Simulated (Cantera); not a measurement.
Feed: 1 mol FeS2, 620 mol H2, at 1598 K and 1800 Torr.

Equilibrium computed with Cantera from the NASA thermochemical tables; the gas is ideal and each condensed phase is pure. Candidate condensed phases: Fe, FeS, FeS2, S; 8 gas species. The numbers say what is thermodynamically allowed, not how fast it happens.

Base state: H2 0.997, H2S 0.00320, H 3.43e-5, SH 2.08e-5 (mole fractions); condensed: Fe(γ).

Q: What changes in the equilibrium state with this change: pressure from 1800 Torr to 0.150 Torr?

A: 
```tsv
species	before	after
H2	0.997	0.992
H	3.43e-5	0.00375
Fe	4.40e-7	0.00161
H2S	0.00320	0.000885
S	6.81e-8	0.000227
S2	7.95e-7	0.000735
SH	2.08e-5	0.000630
Fe(γ), mol	1.000	0
```
